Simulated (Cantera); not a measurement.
Cantera run:

```python
import numpy as np
import cantera as ct

gas_names = [...]  # 123 gases of nasa_gas.yaml made of C, H, O, Si
cond_names = """
    C(gr) C6H6(L) C7H8(L) C8H18(L),n-octa H2O(s) H2O(L) Si(cr) Si(L) SiC(b) SiO2(Lqz) SiO2(hqz) SiO2(L)
""".split()


# ... load() reads the species with a 1 bar reference pressure and builds the phases ...
atoms = {
    'TEOS': {'Si': 1, 'C': 8, 'H': 20, 'O': 4},
    'O2': {'O': 2},
}
top_T = {'C(gr)': 4500, 'SiC(b)': 3050}  # K; cautious upper limits of use, not melting points


# ... equilibrate(T, P, feed) seeds the gas with the atoms and calls Mixture.equilibrate('TP', solver="vcs", rtol=1e-11, max_steps=5000) ...
results = []
feed = {'TEOS': 1, 'O2': 6.1}  # mol
T = 1248  # K
P = 51  # Pa
mix = equilibrate(T, P, feed)
results.append((T, P, feed, dict(zip(mix.species_names, mix.species_moles))))
print(gas.report(threshold=0.0001))
for i in range(1, mix.n_phases):
    print(f"{mix.phase(i).name:16s} {mix.phase_moles(i):12.5e} mol")
```

It prints:

```
       temperature   1248 K
          pressure   51 Pa
           density   9.3775e-05 kg/m^3
  mean mol. weight   19.08 kg/kmol
   phase of matter   gas

                          1 kg             1 kmol
                     ---------------   ---------------
          enthalpy       -5.4837e+06       -1.0463e+08  J
   internal energy       -6.0276e+06         -1.15e+08  J
           entropy             15607        2.9777e+05  J/K
    Gibbs function       -2.4961e+07       -4.7624e+08  J
 heat capacity c_p            2009.2             38334  J/K
 heat capacity c_v            1573.4             30019  J/K

                      mass frac. Y      mole frac. X     chem. pot. / RT
                     ---------------   ---------------   ---------------
                CO            0.4635           0.31572           -45.597
               CO2            0.2969           0.12872           -76.875
                H2          0.035907           0.33982           -26.744
               H2O           0.20369           0.21572           -58.022
     [ +119 minor]        7.0851e-07        1.2134e-05

C(gr)             0.00000e+00 mol
Si(cr)            0.00000e+00 mol
SiC(b)            0.00000e+00 mol
SiO2(hqz)         1.00000e+00 mol
```

Equilibrium computed with Cantera from the NASA thermochemical tables; the gas is ideal and each condensed phase is pure. The feed counts by its element totals alone. The tables hold silica as quartz up to 1696 K and as liquid above; real silica turns to tridymite and cristobalite and melts near 1996 K.
